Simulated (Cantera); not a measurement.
## Premixed flame

A freely propagating, adiabatic, planar premixed flame of C₂H₄ : O₂ : N₂ : CO₂ = 1 : 2.73 : 11.2 : 2.5 (molar parts), unburnt at 350 K and 9.20 bar; mixture-averaged transport, grid criteria slope 0.08 and curve 0.16, no radiation.

Cantera simulation using GRI-Mech 3.0 (53 species, 325 reactions); the numbers are that mechanism's predictions, not measurements. GRI-Mech 3.0 was tuned for natural gas; its chemistry of ethylene as a main component is partial and can be far from experiment. Burning velocities carry a grid error of a few per cent, more on coarse grids.

| z (mm) | T (K) | u (m/s) | x C₂H₄ | x O₂ | x CO₂ | x CH₂CO | x HO₂ | x H₂O |
|---|---|---|---|---|---|---|---|---|
| -0.233 | 350 | 0.221 | 0.0573 | 0.157 | 0.143 | 3.10e-8 | 3.49e-8 | 3.92e-5 |
| -0.155 | 353 | 0.223 | 0.0573 | 0.156 | 0.143 | 6.51e-7 | 3.96e-7 | 0.000374 |
| -0.116 | 362 | 0.229 | 0.0570 | 0.155 | 0.143 | 4.63e-6 | 1.94e-6 | 0.00155 |
| -0.0775 | 428 | 0.272 | 0.0553 | 0.149 | 0.143 | 5.83e-5 | 1.80e-5 | 0.00833 |
| -0.0388 | 790 | 0.508 | 0.0421 | 0.117 | 0.147 | 0.000740 | 0.000273 | 0.0379 |
| -0.0194 | 1168 | 0.759 | 0.0242 | 0.0803 | 0.155 | 0.00192 | 0.000571 | 0.0643 |
| 0 | 1544 | 1.01 | 0.00595 | 0.0428 | 0.169 | 0.00190 | 0.000258 | 0.0890 |
| 0.0194 | 1751 | 1.14 | 0.000420 | 0.0216 | 0.185 | 0.000350 | 5.92e-5 | 0.101 |
| 0.0388 | 1840 | 1.20 | 1.07e-5 | 0.0126 | 0.198 | 2.20e-5 | 2.45e-5 | 0.105 |
| 0.0775 | 1920 | 1.24 | <1e-8 | 0.00658 | 0.210 | 6.99e-8 | 1.03e-5 | 0.107 |
| 0.155 | 1978 | 1.27 | <1e-8 | 0.00313 | 0.218 | <1e-8 | 3.75e-6 | 0.109 |
| 0.310 | 2010 | 1.29 | <1e-8 | 0.00129 | 0.221 | <1e-8 | 1.16e-6 | 0.110 |
| 0.620 | 2026 | 1.30 | <1e-8 | 0.000433 | 0.223 | <1e-8 | 2.76e-7 | 0.111 |
x: mole fraction of selected species; z is measured from the peak of heat release.

```yaml
laminar_burning_velocity: 22.1 cm/s
thermal_thickness: 0.0775 mm
peak x(CH₂CO): 0.00235
peak x(HO₂): 0.000572
grid_points: 137
```
